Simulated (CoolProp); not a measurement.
Vapour-liquid equilibrium of R134a (1) + R236FA (2) at 307 kPa; x and y are mole fractions of (1).

Model: multi-fluid Helmholtz-energy mixture model, Tillner-Roth 1994 and Pan 2012; pair parameters Bell 2016, in CoolProp.

Problem. Give the bubble temperature and the first vapour's composition at x = 0.05, 0.125, 0.875. Is there an azeotrope?

Solution. x = 0.05: 26.7 °C, y = 0.102; x = 0.125: 24.0 °C, y = 0.238; x = 0.875: 3.8 °C, y = 0.945. No azeotrope shows between x = 0.05 and 0.95.

The pair parameters rest on a limited set of measurements; away from them the model extrapolates.
